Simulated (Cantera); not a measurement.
Feed: 1 mol B₂H₆, 0.14 mol NH₃, 130 mol H₂, equilibrated at 1273 K and 8800 Pa.

Method: chemical equilibrium by Gibbs-energy minimisation in Cantera with the NASA 1993 tables (ideal gas, pure condensed phases). Candidate condensed phases: B, BN; 15 gas species. The feed counts by its element totals alone. Mutual solubility and eutectic melting of coexisting phases are not modelled. The numbers say what is thermodynamically allowed, not how fast it happens.

Base state: H₂ 1.000 (mole fractions); condensed: B(s) + BN(s).

**Question.** What changes in the equilibrium state with this change: B₂H₆ replaced by borazine?

**Answer.** 
```json
[
 {"species": "H₂", "before": "1.000", "after": "0.999"},
 {"species": "N₂", "before": "<1e-9", "after": "0.000525"},
 {"species": "B(s), mol", "before": "1.86", "after": "0"},
 {"species": "BN(s), mol", "before": "0.140", "after": "3.00"}
]
```

**Question.** What changes in the equilibrium state with this change: temperature from 1273 K to 1798.15 K?

**Answer.** 
```json
[
 {"species": "H₂", "before": "1.000", "after": "0.999"},
 {"species": "H", "before": "2.40e-6", "after": "0.00119"},
 {"species": "BH₂", "before": "6.16e-7", "after": "0.000128"},
 {"species": "N₂", "before": "<1e-9", "after": "4.67e-5"},
 {"species": "B(s), mol", "before": "1.86", "after": "1.85"},
 {"species": "BN(s), mol", "before": "0.140", "after": "0.128"}
]
```
The tables' values for BH₂ are old estimates; treat these amounts as uncertain.
